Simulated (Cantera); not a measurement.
Adiabatic ignition

An adiabatic, constant-volume homogeneous reactor starts with 4.00 % CH4, 0.304 % C2H6, 20.1 % O2, 75.6 % N2, equivalence ratio 0.45, at 1750 K and 10.0 bar.

Computed with Cantera and GRI-Mech 3.0 (53 species, 325 reactions).

```csv
t (s),T (K),P (bar),x CH4,x C2H6,x O2,x NO,x H2O2
4.00e-6,1757,10.1,0.0375,0.00223,0.199,2.11e-10,3.71e-6
1.37e-5,2753,15.9,<1e-12,<1e-12,0.108,0.000282,1.13e-6
4.68e-5,2780,16.0,<1e-12,<1e-12,0.107,0.00234,1.28e-6
0.000160,2769,16.0,<1e-12,<1e-12,0.104,0.00807,1.24e-6
0.000548,2750,15.9,<1e-12,<1e-12,0.0992,0.0177,1.17e-6
0.00187,2741,15.8,<1e-12,<1e-12,0.0971,0.0222,1.14e-6
0.00641,2741,15.8,<1e-12,<1e-12,0.0970,0.0223,1.14e-6
0.0219,2741,15.8,<1e-12,<1e-12,0.0970,0.0223,1.14e-6
0.0750,2741,15.8,<1e-12,<1e-12,0.0970,0.0223,1.14e-6
0.256,2741,15.8,<1e-12,<1e-12,0.0970,0.0223,1.14e-6
0.877,2741,15.8,<1e-12,<1e-12,0.0970,0.0223,1.14e-6
3.00,2741,15.8,<1e-12,<1e-12,0.0970,0.0223,1.14e-6
```
x: mole fraction; the columns are a selection and need not sum to one.

```json
{
 "time_of_steepest_temperature_rise": "8.93 µs",
 "temperature at 3.00 s": "2741 K",
 "equilibrium_temperature": "2741 K",
 "x(CH4) at 3.00 s": "<1e-12 (gas-phase equilibrium <1e-12)",
 "x(C2H6) at 3.00 s": "<1e-12 (gas-phase equilibrium <1e-12)",
 "x(O2) at 3.00 s": "0.0970 (gas-phase equilibrium 0.0970)"
}
```
